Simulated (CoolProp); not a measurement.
Vapour-liquid equilibrium of R143a (1) + R152A (2) at 270.4 K; x and y are mole fractions of (1).

Model: multi-fluid Helmholtz-energy mixture model, Lemmon and Jacobsen 2000 and Outcalt 1996; pair parameters Bell 2016, in CoolProp.

Problem. Give the bubble pressure and the first vapour's composition at x = 0.15, 0.25, 0.95. Is there an azeotrope?

Solution. x = 0.15: 301.1 kPa, y = 0.307; x = 0.25: 338.1 kPa, y = 0.443; x = 0.95: 553.7 kPa, y = 0.971. No azeotrope shows between x = 0.05 and 0.95.

Pair parameters are fitted to limited data, so mixtures are less certain than the pure fluids.
